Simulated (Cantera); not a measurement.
A Cantera script and its output.

```python
import numpy as np
import cantera as ct

gas = ct.Solution("gri30.yaml")
gas.TPX = 1250, 970000, {'CH4': 1, 'H2O': 2.4}
reactor = ct.IdealGasConstPressureReactor(gas, energy="off", clone=False)
net = ct.ReactorNet([reactor])
net.rtol, net.atol = 1e-08, 1e-18
show = ['CH4', 'H2O', 'CH2O', 'CO', 'H2', 'CH3', 'HO2']
times = np.geomspace(5e-06, 200, 10)

steps = ct.SolutionArray(gas, extra=["t"])
rows = []
print(f"{'t/s':>10s}{'T/K':>9s}{'P/Pa':>11s}" + "".join(f"{s:>11s}" for s in show))
for t in times:
    while net.time < t:
        t_next = net.step()
        steps.append(gas.state, t=t_next)
    rows.append([np.interp(t, steps.t, y) for y in (steps.T, steps.P, *steps(*show).X.T)])
    print(f"{t:10.3e}{rows[-1][0]:9.1f}{rows[-1][1]:11.4g}" + "".join(f"{x:11.3e}" for x in rows[-1][2:]))
rate = np.gradient(steps.T, steps.t)
print("integrator steps:", len(steps.t))
if steps.T.max() > steps.T[0] + 200:
    print(f"time of steepest temperature rise: {steps.t[rate.argmax()]:.4e} s")
gas.TPX = 1250, 970000, {'CH4': 1, 'H2O': 2.4}
gas.equilibrate("TP")
print(f"equilibrium (TP): T = {gas.T:.1f} K  " + "  ".join(f"{s} {gas[s].X[0]:.3e}" for s in show))
```

Output:

```
       t/s      T/K       P/Pa        CH4        H2O       CH2O         CO         H2        CH3        HO2
 5.000e-06   1250.0    9.7e+05  2.941e-01  7.059e-01  6.332e-17  4.904e-23  6.761e-09  1.356e-08  1.179e-25
 3.497e-05   1250.0    9.7e+05  2.941e-01  7.059e-01  2.078e-14  3.091e-19  4.760e-08  9.494e-08  6.640e-23
 2.445e-04   1250.0    9.7e+05  2.941e-01  7.059e-01  6.396e-12  3.583e-15  3.343e-07  6.093e-07  4.362e-20
 1.710e-03   1250.0    9.7e+05  2.941e-01  7.059e-01  4.053e-10  5.544e-12  2.404e-06  1.257e-06  4.575e-19
 1.196e-02   1250.0    9.7e+05  2.941e-01  7.059e-01  5.097e-09  5.886e-10  1.731e-05  1.305e-06  5.110e-19
 8.363e-02   1250.0    9.7e+05  2.939e-01  7.059e-01  8.052e-08  7.098e-08  1.391e-04  1.551e-06  8.445e-19
 5.848e-01   1250.0    9.7e+05  2.923e-01  7.054e-01  3.705e-07  4.611e-06  1.506e-03  1.888e-06  1.586e-18
 4.090e+00   1250.0    9.7e+05  2.807e-01  7.002e-01  4.632e-07  8.350e-05  1.348e-02  1.811e-06  1.774e-18
 2.860e+01   1250.0    9.7e+05  2.365e-01  6.794e-01  4.873e-07  1.092e-03  5.881e-02  2.743e-06  8.263e-18
 2.000e+02   1250.0    9.7e+05  2.402e-01  6.428e-01  2.707e-07  3.343e-03  8.854e-02  2.436e-06  5.722e-18
integrator steps: 1254
equilibrium (TP): T = 1250.0 K  CH4 2.016e-03  H2O 2.260e-01  CH2O 4.028e-07  CO 1.476e-01  H2 5.880e-01  CH3 7.959e-09  HO2 5.489e-20
```

Model: GRI-Mech 3.0 (53 species, 325 reactions), integrated in Cantera.
